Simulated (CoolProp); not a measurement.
Vapour-liquid equilibrium of n-octane (1) + p-xylene (2) at 63.45 °C; x and y are mole fractions of (1).

Values from CoolProp's multi-fluid Helmholtz-energy mixture model, Beckmüller 2019 and Zhou 2012; pair parameters Bell 2016.

| x | bubble pressure, mixture model (kPa) | bubble pressure, Raoult's law (kPa) | y, mixture model | y, Raoult's law |
|---|---|---|---|---|
| 0.05 | 8.402 | 8.187 | 0.097 | 0.074 |
| 0.2 | ___ | 8.812 | 0.311 | 0.276 |
| 0.35 | 10.20 | 9.437 | ___ | 0.450 |
| 0.5 | 10.80 | 10.06 | 0.597 | 0.604 |
| 0.65 | 11.30 | 10.69 | ___ | 0.739 |
| 0.8 | 11.71 | 11.31 | ___ | 0.859 |
| 0.95 | 12.05 | 11.94 | ___ | 0.967 |

Q: What belongs in the gaps?

A: 
- 0.2, bubble pressure, mixture model (kPa): 9.426
- 0.35, y, mixture model: 0.467
- 0.65, y, mixture model: 0.717
- 0.8, y, mixture model: 0.836
- 0.95, y, mixture model: 0.958

The largest gap from Raoult's law is +8.1 % in bubble pressure, at x = 0.35. No azeotrope shows between x = 0.05 and 0.95.

Pair parameters are fitted to limited data, so mixtures are less certain than the pure fluids.
